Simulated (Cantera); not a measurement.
A perfectly stirred reactor is fed with CH4 : N2 = 1 : 170 (molar parts), at 100.0 Torr; it is held at 2000 K, and followed from long to short residence time.

Computed with Cantera and GRI-Mech 3.0 (53 species, 325 reactions). GRI-Mech 3.0 stops at C3 and has no aromatics, soot or wall deposition, so with more carbon than oxygen in the feed, carbon stays in small species such as C2H2 where larger ones or solid carbon would form.

### Question
What does this change do: N2 170 to 77 parts?

### Answer
```json
[
 {"quantity": "x(CH4) at τ = 6.00 s", "before": "1.33e-5", "after": "3.39e-5"},
 {"quantity": "x(HCN) at τ = 6.00 s", "before": "0.00311", "after": "0.00445"},
 {"quantity": "x(H) at τ = 6.00 s", "before": "0.000277", "after": "0.000472"},
 {"quantity": "x(H2) at τ = 6.00 s", "before": "0.00855", "after": "0.0187"},
 {"quantity": "x(C2H4) at τ = 6.00 s", "before": "4.89e-8", "after": "1.58e-7"},
 {"quantity": "x(CH4) at τ = 0.120 s", "before": "0.000310", "after": "0.000629"},
 {"quantity": "x(HCN) at τ = 0.120 s", "before": "0.000417", "after": "0.000444"},
 {"quantity": "x(H) at τ = 0.120 s", "before": "0.000157", "after": "0.000269"},
 {"quantity": "x(H2) at τ = 0.120 s", "before": "0.00806", "after": "0.0177"},
 {"quantity": "x(C2H4) at τ = 0.120 s", "before": "6.42e-6", "after": "1.10e-5"}
]
```

### Question
What does this change do: N2 170 to 960 parts?

### Answer
```csv
quantity,before,after
x(CH4) at τ = 6.00 s,1.33e-5,1.77e-6
x(HCN) at τ = 6.00 s,0.00311,0.000887
x(H) at τ = 6.00 s,0.000277,7.47e-5
x(H2) at τ = 6.00 s,0.00855,0.00152
x(C2H4) at τ = 6.00 s,4.89e-8,3.50e-9
x(CH4) at τ = 0.120 s,0.000310,6.59e-5
x(HCN) at τ = 0.120 s,0.000417,0.000261
x(H) at τ = 0.120 s,0.000157,4.78e-5
x(H2) at τ = 0.120 s,0.00806,0.00140
x(C2H4) at τ = 0.120 s,6.42e-6,1.34e-6
```
